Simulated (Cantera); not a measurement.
A Cantera script and what it prints.

```python
import numpy as np
import cantera as ct

gas_names = """
    AL ALH ALN ALO ALOH ALO2 ALO2H AL2 AL2O AL2O2 H HALO HNO HNO2 HNO3 HO2 H2 H2O H2O2 N NH NH2 NH3
    NH2OH NO NO2 NO3 N2 N2H2 N2H4 N2O O OH O2 O3
""".split()
cond_names = """
    AL(cr) AL(L) ALN(s) AL2O3(a) AL2O3(L) H2O(s) H2O(L)
""".split()


# ... load() reads the species with a 1 bar reference pressure and builds the phases ...
atoms = {
    'AlN': {'AL': 1, 'N': 1},
    'O2': {'O': 2},
    'H2': {'H': 2},
}
top_T = {'ALN(s)': 2750}  # K; cautious upper limits of use, not melting points


# ... equilibrate(T, P, feed) seeds the gas with the atoms and calls Mixture.equilibrate('TP', solver="vcs", rtol=1e-11, max_steps=5000) ...
results = []
feed = {'AlN': 1, 'O2': 9.4, 'H2': 7.5}  # mol
P = 27000  # Pa
for T in [1000, 1075, 1150, 1225, 1300, 1375, 1450, 1525, 1600, 1675, 1750, 1825]:
    mix = equilibrate(T, P, feed)
    results.append((T, P, feed, dict(zip(mix.species_names, mix.species_moles))))
    x = sorted(zip(gas.X, gas.species_names), reverse=True)
    print(f"T = {T:g} K  P = {P:g} Pa  gas = {mix.phase_moles(0):.4g} mol")
    print("   x: " + "  ".join(f"{s} {v:.3e}" for v, s in x if v > 1e-06))
    print("   condensed (mol): " + ("  ".join(f"{mix.phase(i).name} {mix.phase_moles(i):.4g}"
          for i in range(1, mix.n_phases) if mix.phase_moles(i) > 1e-12) or "none"))
```

Result:

```
T = 1000 K  P = 27000 Pa  gas = 12.9 mol
   x: H2O 5.814e-01  O2 3.798e-01  N2 3.875e-02  NO 9.330e-06
   condensed (mol): AL2O3(a) 0.5
T = 1075 K  P = 27000 Pa  gas = 12.9 mol
   x: H2O 5.814e-01  O2 3.798e-01  N2 3.875e-02  NO 2.009e-05  OH 1.744e-06
   condensed (mol): AL2O3(a) 0.5
T = 1150 K  P = 27000 Pa  gas = 12.9 mol
   x: H2O 5.814e-01  O2 3.798e-01  N2 3.874e-02  NO 3.915e-05  OH 5.714e-06
   condensed (mol): AL2O3(a) 0.5
T = 1225 K  P = 27000 Pa  gas = 12.9 mol
   x: H2O 5.814e-01  O2 3.798e-01  N2 3.872e-02  NO 7.030e-05  OH 1.620e-05
   condensed (mol): AL2O3(a) 0.5
T = 1300 K  P = 27000 Pa  gas = 12.9 mol
   x: H2O 5.814e-01  O2 3.798e-01  N2 3.870e-02  NO 1.180e-04  OH 4.072e-05
   condensed (mol): AL2O3(a) 0.5
T = 1375 K  P = 27000 Pa  gas = 12.9 mol
   x: H2O 5.813e-01  O2 3.797e-01  N2 3.866e-02  NO 1.871e-04  OH 9.259e-05  NO2 1.065e-06
   condensed (mol): AL2O3(a) 0.5
T = 1450 K  P = 27000 Pa  gas = 12.9 mol
   x: H2O 5.813e-01  O2 3.796e-01  N2 3.862e-02  NO 2.828e-04  OH 1.934e-04  O 2.381e-06  H2 1.720e-06  NO2 1.243e-06
   condensed (mol): AL2O3(a) 0.5
T = 1525 K  P = 27000 Pa  gas = 12.9 mol
   x: H2O 5.811e-01  O2 3.795e-01  N2 3.855e-02  NO 4.103e-04  OH 3.758e-04  O 6.715e-06  H2 4.772e-06  NO2 1.430e-06
   condensed (mol): AL2O3(a) 0.5
T = 1600 K  P = 27000 Pa  gas = 12.9 mol
   x: H2O 5.809e-01  O2 3.793e-01  N2 3.846e-02  OH 6.859e-04  NO 5.747e-04  O 1.719e-05  H2 1.204e-05  NO2 1.622e-06  HO2 1.029e-06
   condensed (mol): AL2O3(a) 0.5
T = 1675 K  P = 27000 Pa  gas = 12.9 mol
   x: H2O 5.806e-01  O2 3.790e-01  N2 3.836e-02  OH 1.186e-03  NO 7.806e-04  O 4.047e-05  H2 2.798e-05  NO2 1.820e-06  HO2 1.612e-06  H 1.182e-06
   condensed (mol): AL2O3(a) 0.5
T = 1750 K  P = 27000 Pa  gas = 12.91 mol
   x: H2O 5.800e-01  O2 3.786e-01  N2 3.822e-02  OH 1.957e-03  NO 1.032e-03  O 8.858e-05  H2 6.052e-05  H 3.482e-06  HO2 2.430e-06  NO2 2.022e-06
   condensed (mol): AL2O3(a) 0.5
T = 1825 K  P = 27000 Pa  gas = 12.91 mol
   x: H2O 5.792e-01  O2 3.780e-01  N2 3.806e-02  OH 3.096e-03  NO 1.333e-03  O 1.818e-04  H2 1.229e-04  H 9.395e-06  HO2 3.540e-06  NO2 2.225e-06
   condensed (mol): AL2O3(a) 0.5
```

Method: chemical equilibrium by Gibbs-energy minimisation in Cantera with the NASA 1993 tables (ideal gas, pure condensed phases). Gases not in the tables: Al(OH)3.
